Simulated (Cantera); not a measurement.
What does this Cantera script print?

```python
import numpy as np
import cantera as ct

gas_names = """
    C CH CH2 CH3 CH2OH CH3O CH4 CH3OH CO COS CO2 COOH CS CS2 C2 C2H CHCO,ketyl C2H2,acetylene
    C2H2,vinylidene CH2CO,ketene C2H3,vinyl CH3CO,acetyl C2H4 C2H4O,ethylen CH3CHO,ethanal CH3COOH
    (HCOOH)2 C2H5 C2H6 CH3OCH3 C2H5OH C2O C3 C3H3,propargyl C3H4,allene C3H4,propyne C3H4,cyclo-
    C3H5,allyl C3H6,propylene C3H6,cyclo- C3H6O C3H7,n-propyl C3H7,i-propyl C3H8 C3H8O,1propanol
    C3H8O,2propanol C3O2 C4 C4H2 C4H4,1,3-cyclo- C4H6,butadiene C4H6,2-butyne C4H6,cyclo- C4H8,1-butene
    C4H8,cis2-buten C4H8,tr2-butene C4H8,isobutene C4H8,cyclo- (CH3COOH)2 C4H9,n-butyl C4H9,i-butyl
    C4H9,s-butyl C4H9,t-butyl C4H10,isobutane C4H10,n-butane C5 C5H6,1,3cyclo- C5H8,cyclo-
    C5H10,1-pentene C5H10,cyclo- C5H11,pentyl C5H11,t-pentyl C5H12,n-pentane C5H12,i-pentane
    CH3C(CH3)2CH3 C6H2 C6H5,phenyl C6H5O,phenoxy C6H6 C6H5OH,phenol C6H10,cyclo- C6H12,1-hexene
    C6H12,cyclo- C6H13,n-hexyl C7H7,benzyl C7H8 C7H8O,cresol C7H14,1-heptene C7H15,n-heptyl
    C7H16,n-heptane C8H8,styrene C8H10,ethylbenz C8H16,1-octene C8H17,n-octyl C8H18,isooctane
    C8H18,n-octane C9H19,n-nonyl C10H8,naphthale C10H21,n-decyl C12H9,o-bipheny C12H10,bipheny H HCO HO2
    H2 HCHO,formaldehy HCOOH H2O H2O2 H2S H2SO4 Mg MgH MgO MgOH MgO2H2 MgS Mg2 O OH O2 O3 S SH SO SO2
    SO3 S2 S2O S8
""".split()
cond_names = """
    C(gr) C6H6(L) C7H8(L) C8H18(L),n-octa H2O(s) H2O(L) H2SO4(L) Mg(cr) Mg(L) MgCO3(s) MgO(s) MgO(L)
    MgO2H2(s) MgS(s) MgSO4(s) MgSO4(L) S(cr1) S(cr2) S(L)
""".split()


def load(file, names, dense=False):
    # The tables refer to 1 bar. Condensed volumes are neglected.
    table = {s.name: s for s in ct.Species.list_from_file(file)}
    out = []
    for n in names:
        d = dict(table[n].input_data)
        d["thermo"] = dict(d["thermo"], **{"reference-pressure": 1e5})
        if dense:
            d["equation-of-state"] = {"model": "constant-volume", "density": "1e6 g/cm^3"}
        out.append(ct.Species.from_dict(d))
    return out


gas = ct.Solution(thermo="ideal-gas", species=load("nasa_gas.yaml", gas_names))
cond = {s.name: ct.Solution(thermo="fixed-stoichiometry", species=[s], name=s.name)
        for s in load("nasa_condensed.yaml", cond_names, dense=True)}
atoms = {
    'MgSO4': {'Mg': 1, 'S': 1, 'O': 4},
    'CO2': {'C': 1, 'O': 2},
    'O2': {'O': 2},
    'H2': {'H': 2},
}
top_T = {'C(gr)': 4500, 'MgS(s)': 2250}  # K; cautious upper limits of use, not melting points


def equilibrate(T, P, feed):
    n = {}
    for name, mol in feed.items():
        for a, k in atoms[name].items():
            n[a] = n.get(a, 0.0) + k * mol
    gas.TPX = T, P, n
    mass = sum(n.values()) * gas.mean_molecular_weight
    gas.equilibrate("TP")
    valid = [c for c in cond.values() if c.min_temp <= T <= top_T.get(c.name, c.max_temp)]
    mix = ct.Mixture([(gas, mass / gas.mean_molecular_weight)] + [(c, 0.0) for c in valid])
    mix.T, mix.P = T, P
    mix.equilibrate("TP", solver="vcs", rtol=1e-11, max_steps=5000)
    return mix


results = []
feed = {'MgSO4': 1, 'CO2': 2.7, 'O2': 0.11, 'H2': 3.4}  # mol
T = 1548  # K
P = 1700  # Pa
mix = equilibrate(T, P, feed)
results.append((T, P, feed, dict(zip(mix.species_names, mix.species_moles))))
print(gas.report(threshold=1e-06))
for i in range(1, mix.n_phases):
    print(f"{mix.phase(i).name:16s} {mix.phase_moles(i):12.5e} mol")
```

It prints:

```
       temperature   1548 K
          pressure   1700 Pa
           density   0.0039933 kg/m^3
  mean mol. weight   30.233 kg/kmol
   phase of matter   gas

                          1 kg             1 kmol
                     ---------------   ---------------
          enthalpy       -6.1627e+06       -1.8632e+08  J
   internal energy       -6.5884e+06       -1.9919e+08  J
           entropy             10313        3.1181e+05  J/K
    Gibbs function       -2.2128e+07       -6.6899e+08  J
 heat capacity c_p            1598.6             48331  J/K
 heat capacity c_v            1323.6             40017  J/K

                      mass frac. Y      mole frac. X     chem. pot. / RT
                     ---------------   ---------------   ---------------
                CO           0.12472           0.13462            -41.53
               COS        0.00048736        0.00024529           -56.023
               CO2           0.37152           0.25523           -66.364
                 H        2.1906e-06        6.5705e-05           -12.664
                H2         0.0051613          0.077402           -25.328
               H2O           0.24382           0.40919           -50.162
               H2S         0.0047466         0.0042113           -39.821
                OH        6.5269e-06        1.1603e-05           -37.498
                 S        8.1712e-05        7.7057e-05           -14.493
                SH        0.00085306        0.00077993           -27.157
                SO         0.0059303         0.0037307           -39.327
               SO2           0.19796          0.093431            -64.16
                S2           0.04391          0.020704           -28.986
               S2O        0.00078995        0.00029809           -53.819
     [ +116 minor]        6.3975e-07        3.3713e-07

C(gr)             0.00000e+00 mol
Mg(L)             0.00000e+00 mol
MgO(s)            9.99999e-01 mol
MgS(s)            0.00000e+00 mol
MgSO4(L)          0.00000e+00 mol
S(L)              0.00000e+00 mol
```

Method: chemical equilibrium by Gibbs-energy minimisation in Cantera with the NASA 1993 tables (ideal gas, pure condensed phases).
